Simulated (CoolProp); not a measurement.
Vapour-liquid equilibrium of acetone (1) + n-dodecane (2) at 0.425 bar; x and y are mole fractions of (1).

Values from CoolProp's multi-fluid Helmholtz-energy mixture model, Lemmon 2006 and Lemmon 2004; pair parameters Bell 2016.

| x | bubble temperature, mixture model (°C) | bubble temperature, Raoult's law (°C) | y, mixture model | y, Raoult's law |
|---|---|---|---|---|
| 0.05 | 124.8 | 127.9 | 0.862 | 0.849 |
| 0.125 | 78.5 | 95.2 | 0.986 | 0.967 |
| 0.2 | 57.5 | 79.1 | 0.996 | 0.987 |
| 0.275 | 46.6 | 68.8 | 0.998 | 0.993 |
| 0.35 | 40.8 | 61.4 | 0.999 | 0.996 |
| 0.425 | 38.1 | 55.6 | 0.999 | 0.998 |
| 0.5 | 37.0 | 51.0 | 0.999 | 0.999 |
| 0.575 | 36.7 | 47.1 | 0.999 | 0.999 |
| 0.65 | 36.7 | 43.8 | 0.999 | 0.999 |
| 0.725 | 36.6 | 40.9 | 0.999 | 1.000 |
| 0.8 | 36.2 | 38.4 | 0.999 | 1.000 |
| 0.875 | 35.3 | 36.1 | 0.999 | 1.000 |
| 0.95 | 33.9 | 34.0 | 1.000 | 1.000 |

The largest gap from Raoult's law is -22.2 K in bubble temperature, at x = 0.275. No azeotrope shows between x = 0.05 and 0.95.

The pair parameters rest on a limited set of measurements; away from them the model extrapolates. With so large a gap from Raoult's law the liquid may split in two, which this calculation doesn't test in full.
